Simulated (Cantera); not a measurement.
Feed: 1 mol Cr2O3, 8.3 mol H2, 0.081 mol H2O, held at 1673.15 K and 1.00 Torr.

These are equilibrium values from Cantera (NASA tables, ideal gas, pure condensed phases), not measurements of a reactor. Candidate condensed phases: Cr, Cr2O3, H2O; 13 gas species. Equilibrium is a limit: real reactors are often held back by kinetics, nucleation or transport.

Base state: H2 0.983, H2O 0.0120, H 0.00310, Cr 0.00154 (mole fractions); condensed: Cr2O3(s).

Q: What changes in the equilibrium state with this change: pressure from 1.00 Torr to 0.0900 Torr?

A: 
| species | before | after |
|---|---|---|
| H2 | 0.983 | 0.962 |
| H2O | 0.0120 | 0.0206 |
| H | 0.00310 | 0.0102 |
| Cr | 0.00154 | 0.00734 |
| CrO | 8.09e-6 | 6.78e-5 |
| OH | 1.81e-6 | 1.05e-5 |
| Cr2O3(s), mol | 0.993 | 0.969 |
